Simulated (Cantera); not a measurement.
Input (Python, Cantera) and output of one run.

```python
import numpy as np
import cantera as ct

gas_names = """
    C CN CO CO2 C2 CCN CNC C2N2 C2O C3 C3O2 C4 C4N2 C5 N NCO NO NO2 NO3 N2 N2O O O2 O3 Si SiC SiC2 SiN
    SiO SiO2 Si2 Si2C Si2N Si3
""".split()
cond_names = """
    C(gr) Si(cr) Si(L) SiC(b) SiO2(Lqz) SiO2(hqz) SiO2(L) Si2N2O(s) Si3N4(a)
""".split()


def load(file, names, dense=False):
    # The tables refer to 1 bar. Condensed volumes are neglected.
    table = {s.name: s for s in ct.Species.list_from_file(file)}
    out = []
    for n in names:
        d = dict(table[n].input_data)
        d["thermo"] = dict(d["thermo"], **{"reference-pressure": 1e5})
        if dense:
            d["equation-of-state"] = {"model": "constant-volume", "density": "1e6 g/cm^3"}
        out.append(ct.Species.from_dict(d))
    return out


gas = ct.Solution(thermo="ideal-gas", species=load("nasa_gas.yaml", gas_names))
cond = {s.name: ct.Solution(thermo="fixed-stoichiometry", species=[s], name=s.name)
        for s in load("nasa_condensed.yaml", cond_names, dense=True)}
atoms = {
    'Si': {'Si': 1},
    'CO2': {'C': 1, 'O': 2},
    'N2': {'N': 2},
}
top_T = {'C(gr)': 4500, 'SiC(b)': 3050, 'Si2N2O(s)': 2100, 'Si3N4(a)': 2400}  # K; cautious upper limits of use, not melting points


def equilibrate(T, P, feed):
    n = {}
    for name, mol in feed.items():
        for a, k in atoms[name].items():
            n[a] = n.get(a, 0.0) + k * mol
    gas.TPX = T, P, n
    mass = sum(n.values()) * gas.mean_molecular_weight
    gas.equilibrate("TP")
    valid = [c for c in cond.values() if c.min_temp <= T <= top_T.get(c.name, c.max_temp)]
    mix = ct.Mixture([(gas, mass / gas.mean_molecular_weight)] + [(c, 0.0) for c in valid])
    mix.T, mix.P = T, P
    mix.equilibrate("TP", solver="vcs", rtol=1e-11, max_steps=5000)
    return mix


results = []
feed = {'Si': 1, 'CO2': 0.53, 'N2': 150}  # mol
P = 460000  # Pa
for T in [1550, 1625, 1700, 1775, 1850, 1925, 2000]:
    mix = equilibrate(T, P, feed)
    results.append((T, P, feed, dict(zip(mix.species_names, mix.species_moles))))

top = {s: max(r[3][s] / sum(r[3][g] for g in gas_names) for r in results) for s in gas_names}
cols = sorted((s for s in top if top[s] > 0.0001), key=lambda s: -top[s])[:9]
seen = [c for c in cond_names if any(r[3].get(c, 0) > 1e-12 for r in results)]
print("log10 of partial pressures in bar; condensed amounts in mol")
print(f"{'T/K':>10s}" + "".join(f"{s[:9]:>10s}" for s in cols + seen))
for T, P, feed, n in results:
    ng = sum(n[g] for g in gas_names)
    print(f"{T:10.4g}" + "".join(f"{np.log10(max(n[s] / ng * P / 1e5, 1e-99)):10.3f}" for s in cols)
          + "".join(f"{n.get(c, 0):10.4g}" for c in seen))
```

It prints:

```
log10 of partial pressures in bar; condensed amounts in mol
       T/K        N2        CO       SiO SiO2(hqz)   SiO2(L) Si2N2O(s)
      1550     0.661    -1.789    -5.310   0.01977         0      0.49
      1625     0.661    -1.789    -4.533    0.0195         0    0.4898
      1700     0.661    -1.789    -3.827         0   0.01819    0.4885
      1775     0.661    -1.789    -3.185         0   0.01271     0.483
      1850     0.661    -1.790    -2.738         0         0    0.4702
      1925     0.661    -1.789    -2.736         0         0      0.47
      2000     0.661    -1.789    -2.733         0         0    0.4697
```

Method: chemical equilibrium by Gibbs-energy minimisation in Cantera with the NASA 1993 tables (ideal gas, pure condensed phases). Mutual solubility and eutectic melting of coexisting phases are not modelled. The tables hold silica as quartz up to 1696 K and as liquid above; real silica turns to tridymite and cristobalite and melts near 1996 K.
